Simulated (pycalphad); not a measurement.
CALPHAD calculation (pycalphad, COST 507 light-alloy database (1999)), 1 atm. The data set is of 1999 and partly superseded. Amounts are mole fractions of atoms. Diffusion is slow at the low end, where real alloys seldom reach equilibrium.

### Question
Give the equilibrium state of Mg-1.68Si (at.%) at 227 °C.

### Answer
```
T = 500.00 K, P = 101325 Pa, N = 1 mol of atoms
G = -18692 J/mol, H = 4140 J/mol, S = 45.66 J/(mol K)  (SER reference)
chemical potentials (J/mol): Mg -17789, Si -71506
phase             fraction      x(Mg)      x(Si)
HCP_A3              0.9496     1.0000   4.66e-11
MG2SI               0.0504     0.6667     0.3333
```

Database names, with the compositions (at.%) that they take in these runs: MG2SI: Mg 67 Si 33. HCP_A3 is hcp.
